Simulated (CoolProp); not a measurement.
Vapour-liquid equilibrium of carbon dioxide (1) + isobutane (2) at 703 kPa; x and y are mole fractions of (1).

Model: multi-fluid Helmholtz-energy mixture model, Span 1996 and Bücker 2006; pair parameters Kunz 2012, in CoolProp.

```tsv
x	bubble temperature (°C)	y at the bubble point	dew temperature at overall composition x (°C)	liquid density (mol/L)
0.05	27.0	0.454	48.7	9.590
0.2	-17.1	0.887	41.4	11.32
0.35	[?]	0.950	[?]	12.85
0.5	-39.6	0.968	24.0	14.62
0.65	[?]	0.976	12.5	16.90
0.8	[?]	0.983	[?]	19.99
0.95	-48.1	0.994	[?]	[?]
```

**Question.** Fill in the missing entries.

**Answer.** 
- 0.35, bubble temperature (°C): -33.0
- 0.35, dew temperature at overall composition x (°C): 33.3
- 0.65, bubble temperature (°C): -42.9
- 0.8, bubble temperature (°C): -45.3
- 0.8, dew temperature at overall composition x (°C): -3.2
- 0.95, dew temperature at overall composition x (°C): -33.0
- 0.95, liquid density (mol/L): 24.34

No azeotrope shows between x = 0.05 and 0.95.

The pair parameters rest on a limited set of measurements; away from them the model extrapolates. With so large a gap from Raoult's law the liquid may split in two, which this calculation doesn't test in full.
